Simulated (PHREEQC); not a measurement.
## Nickel, zinc or cadmium bath

Consider water at 77 °C with 0.27 mol/kgw ZnCl2. Closed to the air; pH follows from the charge balance.

Equilibrium calculation in PHREEQC: ion-association model, wateq4f.dat.

Precipitation was switched off in this run.

Problem. Predict the pH.

Solution. pH 4.53.

Problem. In which forms is Cl present?

Solution. Cl- 59 %, ZnCl+ 25 %, ZnCl2 7.2 %, ZnCl3- 5.5 %, ZnCl4-2 3.3 % of the Cl.

Away from 25 °C the constants follow the database's enthalpies or fits; those with neither stay at their 25 °C values.
